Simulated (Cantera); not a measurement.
Input: 1 mol Si3N4, 0.0039 mol H2O, 400 mol H2, held at 44.0 mbar.

Method: chemical equilibrium by Gibbs-energy minimisation in Cantera with the NASA 1993 tables (ideal gas, pure condensed phases). Candidate condensed phases: H2O, Si, SiO2, Si2N2O, Si3N4; 35 gas species. Gases not in the tables: Si2H6 and higher silanes. Kinetics and transport are ignored.

At 1427 °C, list the 5 most abundant gas species with their mole fractions, and the condensed phases.

H2 0.994, N2 0.00497, H 0.000700, Si 1.54e-5, SiH2 1.41e-5. Condensed: Si(l).
